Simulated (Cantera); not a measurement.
A perfectly stirred reactor is fed with CH4 : CO2 = 1 : 0.35 (molar parts), at 975 Torr; it is held at 1848 K, and followed from long to short residence time.

Computed with Cantera and GRI-Mech 3.0 (53 species, 325 reactions). GRI-Mech 3.0 stops at C3 and has no aromatics, soot or wall deposition, so with more carbon than oxygen in the feed, carbon stays in small species such as C2H2 where larger ones or solid carbon would form.

What does this change do: CH4 1 to 5.2 parts?


| quantity | before | after |
|---|---|---|
| x(CH4) at τ = 0.620 s | 0.0189 | 0.0238 |
| x(CO2) at τ = 0.620 s | 0.00235 | 0.000179 |
| x(CH2O) at τ = 0.620 s | 1.47e-7 | 3.29e-8 |
| x(C2H2) at τ = 0.620 s | 0.124 | 0.211 |
| x(CH2CO) at τ = 0.620 s | 7.72e-6 | 1.95e-6 |
| x(CH4) at τ = 20.0 ms | 0.0835 | 0.106 |
| x(CO2) at τ = 20.0 ms | 0.0275 | 0.00441 |
| x(CH2O) at τ = 20.0 ms | 2.53e-6 | 4.40e-7 |
| x(C2H2) at τ = 20.0 ms | 0.163 | 0.205 |
| x(CH2CO) at τ = 20.0 ms | 5.38e-5 | 1.37e-5 |

What does this change do: CH4 1 to 0.16 parts?


```json
[
 {"quantity": "x(CH4) at τ = 0.620 s", "before": "0.0189", "after": "0.00665"},
 {"quantity": "x(CO2) at τ = 0.620 s", "before": "0.00235", "after": "0.0964"},
 {"quantity": "x(CH2O) at τ = 0.620 s", "before": "1.47e-7", "after": "1.66e-6"},
 {"quantity": "x(C2H2) at τ = 0.620 s", "before": "0.124", "after": "0.00676"},
 {"quantity": "x(CH2CO) at τ = 0.620 s", "before": "7.72e-6", "after": "8.66e-6"},
 {"quantity": "x(CH4) at τ = 20.0 ms", "before": "0.0835", "after": "0.0322"},
 {"quantity": "x(CO2) at τ = 20.0 ms", "before": "0.0275", "after": "0.224"},
 {"quantity": "x(CH2O) at τ = 20.0 ms", "before": "2.53e-6", "after": "2.43e-5"},
 {"quantity": "x(C2H2) at τ = 20.0 ms", "before": "0.163", "after": "0.0609"},
 {"quantity": "x(CH2CO) at τ = 20.0 ms", "before": "5.38e-5", "after": "9.92e-5"}
]
```

What does this change do: temperature 1848 to 1248 K?


```json
[
 {"quantity": "x(CH4) at τ = 0.620 s", "before": "0.0189", "after": "0.739"},
 {"quantity": "x(CO2) at τ = 0.620 s", "before": "0.00235", "after": "0.259"},
 {"quantity": "x(CH2O) at τ = 0.620 s", "before": "1.47e-7", "after": "4.55e-8"},
 {"quantity": "x(C2H2) at τ = 0.620 s", "before": "0.124", "after": "3.83e-5"},
 {"quantity": "x(CH2CO) at τ = 0.620 s", "before": "7.72e-6", "after": "3.25e-11"},
 {"quantity": "x(CH4) at τ = 20.0 ms", "before": "0.0835", "after": "0.741"},
 {"quantity": "x(CO2) at τ = 20.0 ms", "before": "0.0275", "after": "0.259"},
 {"quantity": "x(CH2O) at τ = 20.0 ms", "before": "2.53e-6", "after": "4.01e-9"},
 {"quantity": "x(C2H2) at τ = 20.0 ms", "before": "0.163", "after": "2.77e-9"},
 {"quantity": "x(CH2CO) at τ = 20.0 ms", "before": "5.38e-5", "after": "<1e-12"}
]
```
